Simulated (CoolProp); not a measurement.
Isopentane at several states: Z from the reference equation and from simpler models built on Tc = 460.3 K, pc = 3378 kPa, ω = 0.227; each cubic takes its own stable root.

Computed with CoolProp (reference Helmholtz-energy equation of state, Lemmon 2006). It is a short technical equation, of lower accuracy than the large ones.

| T (K) | p (kPa) | phase | reference | van der Waals | Redlich-Kwong | Soave-Redlich-Kwong | Peng-Robinson |
|---|---|---|---|---|---|---|---|
| 156.1 | 19.3 | liquid | 0.001436 | 0.002375 | 0.001593 | 0.001585 | 0.001415 |
| 150 | 350 | liquid | 0.02689 | 0.04454 | 0.02989 | 0.02977 | 0.02659 |
| 365.5 | 919 | liquid | 0.04046 | 0.8363 | 0.04652 | 0.04453 | 0.03926 |
| 121.8 | 28.5 | liquid | 0.002604 | 0.004359 | 0.002929 | 0.002927 | 0.002618 |
| 200.4 | 31.6 | liquid | 0.001936 | 0.9815 | 0.002127 | 0.002102 | 0.001872 |
| 129.9 | 8010 | liquid | 0.6904 | 1.145 | 0.7743 | 0.7732 | 0.6917 |

At some of these states van der Waals gives the other phase, because its saturation line lies elsewhere.
